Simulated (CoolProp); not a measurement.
Vapour-liquid equilibrium of carbon dioxide (1) + CH2F2 (R32) (2) at 1160 kPa; x and y are mole fractions of (1).

Values from CoolProp's multi-fluid Helmholtz-energy mixture model, Span 1996 and Tillner-Roth 1997; pair parameters Bell 2016.

| x | bubble temperature (K) | y at the bubble point | dew temperature at overall composition x (K) | liquid density (mol/L) |
|---|---|---|---|---|
| 0.05 | 280.3 | 0.144 | 283.2 | 19.84 |
| 0.15 | 272.3 | 0.378 | 280.1 | 20.50 |
| 0.25 | 265.5 | 0.547 | 276.9 | 21.10 |
| 0.35 | 259.7 | 0.669 | 273.3 | 21.66 |
| 0.45 | 254.8 | 0.758 | 269.5 | 22.20 |
| 0.55 | 250.6 | 0.825 | 265.3 | 22.71 |
| 0.65 | 247.0 | 0.878 | 260.6 | 23.21 |
| 0.75 | 243.8 | 0.920 | 255.3 | 23.71 |
| 0.85 | 241.0 | 0.955 | 249.0 | 24.21 |
| 0.95 | 238.4 | 0.986 | 241.4 | 24.74 |

No azeotrope shows between x = 0.05 and 0.95.

Pair parameters are fitted to limited data, so mixtures are less certain than the pure fluids.
